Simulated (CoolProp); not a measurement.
Saturation properties of n-pentane (Tc = 469.7 K, pc = 3.368 MPa, ω = 0.251).

Computed with CoolProp (reference Helmholtz-energy equation of state, Thol 2019).

| T (K) | p (MPa) | liquid density (kg/m³) | enthalpy of vaporisation (kJ/kg) | liquid cp (kJ/(kg K)) |
|---|---|---|---|---|
| 335.3 | 0.2282 | 582.2 | 335.4 | 2.503 |
| 343.6 | 0.2870 | 572.9 | 327.6 | 2.550 |
| 351.8 | 0.3558 | 563.4 | 319.6 | 2.598 |
| 360 | 0.4363 | 553.6 | 311.1 | 2.649 |
| 368.2 | 0.5298 | 543.4 | 302.2 | 2.704 |
| 376.4 | 0.6375 | 532.8 | 292.7 | 2.762 |
| 384.7 | 0.7624 | 521.6 | 282.5 | 2.826 |
| 392.9 | 0.9029 | 510.0 | 271.7 | 2.896 |
| 401.1 | 1.062 | 497.7 | 260.1 | 2.974 |
| 409.3 | 1.240 | 484.6 | 247.6 | 3.064 |
| 417.5 | 1.441 | 470.5 | 233.9 | 3.172 |
| 425.7 | 1.664 | 455.1 | 218.7 | 3.307 |
| 434 | 1.916 | 437.8 | 201.4 | 3.490 |
| 442.2 | 2.193 | 418.2 | 181.7 | 3.756 |
| 450.4 | 2.499 | 394.9 | 158.0 | 4.217 |

It boils at 309.2 K under 1 atm.
